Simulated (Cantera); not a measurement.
An isothermal, constant-pressure homogeneous reactor starts with 11.8 % C₂H₄, 88.2 % H₂, at 1350 K and 28000 Pa.

Cantera simulation using GRI-Mech 3.0 (53 species, 325 reactions); the numbers are that mechanism's predictions, not measurements. GRI-Mech 3.0 was tuned for natural gas; its chemistry of ethylene as a main component is partial and can be far from experiment. GRI-Mech 3.0 stops at C3 and has no aromatics, soot or wall deposition, so with more carbon than oxygen in the feed, carbon stays in small species such as C2H2 where larger ones or solid carbon would form.

Predict: x(C₂H₄) at 40.0 s; x(H₂) at 40.0 s; x(CH₄) at 40.0 s; x(C₂H₆) at 40.0 s; x(C₂H₂) at 40.0 s.


- x(C₂H₄) at 40.0 s: 0.0111 (gas-phase equilibrium 0.00958)
- x(H₂) at 40.0 s: 0.799 (gas-phase equilibrium 0.790)
- x(CH₄) at 40.0 s: 0.156 (gas-phase equilibrium 0.171)
- x(C₂H₆) at 40.0 s: 7.27e-5 (gas-phase equilibrium 6.53e-5)
- x(C₂H₂) at 40.0 s: 0.0336 (gas-phase equilibrium 0.0290)
